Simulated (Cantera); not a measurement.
A diamond (100) surface in a fixed gas of H2 with x(CH4) = 0.012, x(H) = 0.0057, x(CH3) = 0.00086, 0.0197 atm; coverages are run to steady state.

Detailed kinetics in Cantera: the Harris–Goodwin 1993 mechanism for the reconstructed diamond (100) surface.

θ: site fractions in the mechanism's names (c6HH fully hydrogenated, c6H* and c6*H radical sites, c6** diradical, c6HM methylated).

| T (K) | growth (µm/h) | θ c6HH | θ c6H* | θ c6*H | θ c6** | θ c6HM |
|---|---|---|---|---|---|---|
| 950 | 6.11 | 0.571 | 0.0125 | 0.297 | 0.00570 | 0.0871 |
| 1000 | 7.53 | 0.543 | 0.0166 | 0.339 | 0.00847 | 0.0679 |
| 1050 | 8.17 | 0.516 | 0.0213 | 0.381 | 0.0121 | 0.0483 |
| 1100 | [?] | 0.491 | [?] | 0.421 | [?] | [?] |
| 1150 | 5.29 | 0.466 | 0.0323 | 0.457 | 0.0221 | 0.0136 |
| 1200 | 3.67 | 0.438 | 0.0379 | 0.485 | 0.0282 | 0.00552 |
| 1250 | 2.92 | 0.410 | 0.0435 | 0.506 | 0.0348 | 0.00211 |
| 1300 | 2.78 | 0.384 | [?] | 0.522 | [?] | [?] |
| 1350 | 2.79 | 0.360 | 0.0541 | 0.533 | 0.0493 | 0.000303 |
| 1400 | 2.51 | 0.340 | 0.0592 | 0.542 | 0.0571 | 0.000114 |

Problem. Complete the blanks.

Solution. 
- 1100, growth (µm/h): 7.27
- 1100, θ c6H*: 0.0266
- 1100, θ c6**: 0.0167
- 1100, θ c6HM: 0.0287
- 1300, θ c6H*: 0.0488
- 1300, θ c6**: 0.0419
- 1300, θ c6HM: 0.000797
